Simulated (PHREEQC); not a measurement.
0.1 g of hydrous ferric oxide (600 m²/g; 0.2 weak and 0.005 strong sites per Fe, Dzombak-Morel constants, diffuse double layer) in 1 kg of water with 0.1 mol/kgw of an inert sodium salt and 3e-05 mol ZnCl2 and 5.3e-07 mol Na2HAsO4, at 25 °C; the pH is set by adding NaOH or the inert anion's acid. O2 is buffered at 0.21 atm. No CO2 enters from the air. Nothing may precipitate in this run.

Base run: PHREEQC, ion-association model, wateq4f.dat. Each further column changes one thing. The table gives Zn sorbed (%).

```
pH     base  no electrostatic term (-no_edl)  background salt from 0.1 to 0.01 mol/kgw  oxide from 0.1 to 0.5 g/kgw
-----  ----  -------------------------------  ----------------------------------------  ---------------------------
3       0.0                              0.0                                       0.0                          0.0
3.67    0.0                              0.0                                       0.0                          0.0
4.33    0.0                              0.1                                       0.0                            …
5       0.7                              1.1                                         …                          3.2
5.67    6.6                                …                                       6.4                            …
6.33   20.4                             30.9                                      20.7                         71.3
7      52.5                             78.7                                      55.3                         95.6
7.67   91.2                             96.9                                      93.1                         99.7
8.33   99.1                             99.2                                      99.4                        100.0
9      99.7                             98.6                                      99.8                        100.0
9.67   99.6                             87.1                                      99.8                        100.0
10.33  99.3                             36.9                                      99.7                        100.0
11     97.4                             11.4                                      99.3                         99.9
```

Complete the blanks.


- 4.33, oxide from 0.1 to 0.5 g/kgw: 0.2
- 5, background salt from 0.1 to 0.01 mol/kgw: 0.6
- 5.67, no electrostatic term (-no_edl): 10.9
- 5.67, oxide from 0.1 to 0.5 g/kgw: 27.4

The database has no arsenate complexes of Zn. The oxide is taken as insoluble; below pH 4 it would dissolve. In at least one series the solution becomes supersaturated in solids that the run did not let form, among them Zn(OH)2-e.
